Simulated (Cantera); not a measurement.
A closed system holds: 1 mol CH₄, 0.53 mol CO₂, 1.1 mol H₂, equilibrated at 10.0 mbar.

These are equilibrium values from Cantera (NASA tables, ideal gas, pure condensed phases), not measurements of a reactor. Candidate condensed phases: C, C₆H₆, C₇H₈, C₈H₁₈, H₂O; 110 gas species. Equilibrium is a limit: real reactors are often held back by kinetics, nucleation or transport.

Task: At 500 °C, list the 5 most abundant gas species with their mole fractions, and the condensed phases.

Result: H₂ 0.752, CO 0.139, H₂O 0.0498, CO₂ 0.0470, CH₄ 0.0120. Condensed: C(graphite).
